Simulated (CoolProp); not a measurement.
Chloromethane (R40) along the isotherm 339.3 K: density (kg/m³) from the reference equation and from simpler models built on Tc = 418.6 K, pc = 6.929 MPa, ω = 0.150; each cubic takes its own stable root.

Computed with CoolProp (reference Helmholtz-energy equation of state, Thol 2014).

```csv
p (MPa),phase,reference,van der Waals,Peng-Robinson
2.31,liquid,822.8,51.59,842.8
4.62,liquid,831.9,524.1,854.6
6.93,liquid,840.0,537.2,865.3
9.24,liquid,847.5,547.9,875.0
11.5,liquid,854.3,556.9,883.7
13.9,liquid,861.0,565.3,892.3
16.2,liquid,867.0,572.4,899.9
18.5,liquid,872.7,578.8,907.0
20.8,liquid,878.0,584.6,913.8
23.1,liquid,883.2,590.0,920.1
25.4,liquid,888.1,594.9,926.1
27.7,liquid,892.7,599.6,931.8
30,liquid,897.2,603.9,937.2
32.3,liquid,901.6,607.9,942.4
34.6,liquid,905.7,611.7,947.4
```

At some of these states van der Waals gives the other phase, because its saturation line lies elsewhere.
